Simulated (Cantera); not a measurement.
Feed: 1 mol Mg(OH)₂, 1.8 mol H₂O, held at 4.60 bar.

These are equilibrium values from Cantera (NASA tables, ideal gas, pure condensed phases), not measurements of a reactor. Candidate condensed phases: H₂O, Mg, MgO, Mg(OH)₂; 15 gas species. Equilibrium is a limit: real reactors are often held back by kinetics, nucleation or transport. All values below are at 625 °C.

Base state: H₂O 1.00 (mole fractions); condensed: MgO(s).

### Question
What changes in the equilibrium state with this change: 0.0031 mol H₂S added?

### Answer
```tsv
species	before	after
H₂O	1.00	0.998
H₂	1.57e-8	0.00111
H₂S	0	0.000735
SO₂	0	0.000369
MgO(s), mol	1.00	1.00
```
Further candidate phases: H₂SO₄, MgS, MgSO₄, S.
